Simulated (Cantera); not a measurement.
A closed system holds: 1 mol Si, a varied amount of F2, 0.91 mol H2, equilibrated at 748.15 K and 31.0 mbar.

Method: chemical equilibrium by Gibbs-energy minimisation in Cantera with the NASA 1993 tables (ideal gas, pure condensed phases). Candidate condensed phases: Si; 25 gas species. Kinetics and transport are ignored.

**Question.** Which condensed phases are stable at each of these points (n(F2) (mol)): 1.2, 1.5, 1.8, 2.2, 2.5, 2.8, 3.1, 3.5, 3.8, 4.1, 4.4, 4.8?

**Answer.** 
```csv
n(F2) (mol),condensed phases,Si condensed (%)
1.2,Si(s),39.5
1.5,Si(s),24.5
1.8,Si(s),9.4
2.2,gas only,0.0
2.5,gas only,0.0
2.8,gas only,0.0
3.1,gas only,0.0
3.5,gas only,0.0
3.8,gas only,0.0
4.1,gas only,0.0
4.4,gas only,0.0
4.8,gas only,0.0
```

From 1.2 mol F2 to 1.8 mol F2 the condensed part is Si(s). From 2.2 mol F2 to 4.8 mol F2 nothing is condensed.
